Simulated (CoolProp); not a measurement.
Properties of R1123 along the isobar 0.423 MPa.

Values from CoolProp's reference Helmholtz-energy equation of state, Akasaka 2020.

```json
[
 {"T (K)": "265.3", "phase": "gas", "cp (kJ/(kg K))": "0.8511", "cv (kJ/(kg K))": "___", "isothermal compressibility (1/MPa)": "2.563", "expansivity (1/kK)": "4.847"},
 {"T (K)": "281.8", "phase": "gas", "cp (kJ/(kg K))": "___", "cv (kJ/(kg K))": "0.7317", "isothermal compressibility (1/MPa)": "2.519", "expansivity (1/kK)": "4.333"},
 {"T (K)": "298.4", "phase": "gas", "cp (kJ/(kg K))": "0.8831", "cv (kJ/(kg K))": "0.7563", "isothermal compressibility (1/MPa)": "2.488", "expansivity (1/kK)": "3.941"},
 {"T (K)": "314.9", "phase": "gas", "cp (kJ/(kg K))": "___", "cv (kJ/(kg K))": "0.7806", "isothermal compressibility (1/MPa)": "2.465", "expansivity (1/kK)": "___"},
 {"T (K)": "331.4", "phase": "gas", "cp (kJ/(kg K))": "0.9234", "cv (kJ/(kg K))": "0.8046", "isothermal compressibility (1/MPa)": "2.447", "expansivity (1/kK)": "3.380"},
 {"T (K)": "347.9", "phase": "gas", "cp (kJ/(kg K))": "0.9443", "cv (kJ/(kg K))": "0.8281", "isothermal compressibility (1/MPa)": "2.434", "expansivity (1/kK)": "3.167"},
 {"T (K)": "364.4", "phase": "gas", "cp (kJ/(kg K))": "0.9651", "cv (kJ/(kg K))": "0.8510", "isothermal compressibility (1/MPa)": "2.423", "expansivity (1/kK)": "2.984"},
 {"T (K)": "380.9", "phase": "gas", "cp (kJ/(kg K))": "0.9858", "cv (kJ/(kg K))": "0.8732", "isothermal compressibility (1/MPa)": "2.414", "expansivity (1/kK)": "2.824"},
 {"T (K)": "397.4", "phase": "gas", "cp (kJ/(kg K))": "1.006", "cv (kJ/(kg K))": "0.8948", "isothermal compressibility (1/MPa)": "2.406", "expansivity (1/kK)": "2.683"},
 {"T (K)": "413.9", "phase": "gas", "cp (kJ/(kg K))": "1.026", "cv (kJ/(kg K))": "0.9158", "isothermal compressibility (1/MPa)": "2.400", "expansivity (1/kK)": "2.557"},
 {"T (K)": "430.5", "phase": "gas", "cp (kJ/(kg K))": "1.045", "cv (kJ/(kg K))": "___", "isothermal compressibility (1/MPa)": "2.395", "expansivity (1/kK)": "2.443"},
 {"T (K)": "447", "phase": "gas", "cp (kJ/(kg K))": "___", "cv (kJ/(kg K))": "0.9557", "isothermal compressibility (1/MPa)": "2.390", "expansivity (1/kK)": "2.340"},
 {"T (K)": "463.5", "phase": "gas", "cp (kJ/(kg K))": "1.083", "cv (kJ/(kg K))": "___", "isothermal compressibility (1/MPa)": "2.386", "expansivity (1/kK)": "2.247"},
 {"T (K)": "480", "phase": "gas", "cp (kJ/(kg K))": "1.100", "cv (kJ/(kg K))": "0.9930", "isothermal compressibility (1/MPa)": "2.383", "expansivity (1/kK)": "2.161"}
]
```

### Question
What belongs in the gaps?

### Answer

- 265.3, cv (kJ/(kg K)): 0.7078
- 281.8, cp (kJ/(kg K)): 0.8652
- 314.9, cp (kJ/(kg K)): 0.9028
- 314.9, expansivity (1/kK): 3.633
- 430.5, cv (kJ/(kg K)): 0.9361
- 447, cp (kJ/(kg K)): 1.064
- 463.5, cv (kJ/(kg K)): 0.9747
